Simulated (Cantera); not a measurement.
Charge: 1 mol BN, 0.016 mol N₂, equilibrated at 2875 K and 9.00 Torr.

Equilibrium computed with Cantera from the NASA thermochemical tables; the gas is ideal and each condensed phase is pure. Candidate condensed phases: B, BN; 5 gas species. The numbers say what is thermodynamically allowed, not how fast it happens.

Base state: N₂ 0.833, B 0.163, BN 0.00361, B₂ 0.000109, N 5.01e-5 (mole fractions); condensed: B(l).

Question: What changes in the equilibrium state with this change: temperature from 2875 K to 2798 K?

Answer: 
| species | before | after |
|---|---|---|
| N₂ | 0.833 | 0.905 |
| B | 0.163 | 0.0921 |
| BN | 0.00361 | 0.00235 |
| B₂ | 0.000109 | 4.91e-5 |
| N | 5.01e-5 | 3.00e-5 |
| B(l), mol | 0.897 | 0.946 |
